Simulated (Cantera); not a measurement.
Input: 1 mol H₂S, 4.5 mol O₂, held at 3000 K and 0.0470 bar.

Equilibrium computed with Cantera from the NASA thermochemical tables; the gas is ideal and each condensed phase is pure. The numbers say what is thermodynamically allowed, not how fast it happens.

```json
[
 {"species": "H", "before": "0.0907", "after": "0.354"},
 {"species": "S", "before": "0.00496", "after": "0.265"},
 {"species": "H₂", "before": "0.0155", "after": "0.236"},
 {"species": "O₂", "before": "0.325", "after": "7.35e-5"},
 {"species": "O", "before": "0.298", "after": "0.00448"},
 {"species": "S₂", "before": "1.81e-5", "after": "0.0517"},
 {"species": "SH", "before": "0.000165", "after": "0.0343"},
 {"species": "SO₂", "before": "0.0930", "after": "0.00112"},
 {"species": "OH", "before": "0.0831", "after": "0.00487"},
 {"species": "H₂O", "before": "0.0427", "after": "0.00978"},
 {"species": "SO", "before": "0.0470", "after": "0.0378"},
 {"species": "SO₃", "before": "1.03e-5", "after": "1.86e-9"},
 {"species": "HO₂", "before": "1.79e-5", "after": "1.58e-8"},
 {"species": "H₂S", "before": "1.38e-6", "after": "0.00112"},
 {"species": "S₂O", "before": "1.63e-6", "after": "6.98e-5"}
]
```
Gas species are given as mole fractions.

Problem. Which change was made?
A) O₂ from 4.5 to 0.017 mol
B) temperature from 3000 K to 1350 K
C) O₂ from 4.5 to 0.067 mol
D) temperature from 3000 K to 2600 K

Solution. C, O₂ from 4.5 to 0.067 mol
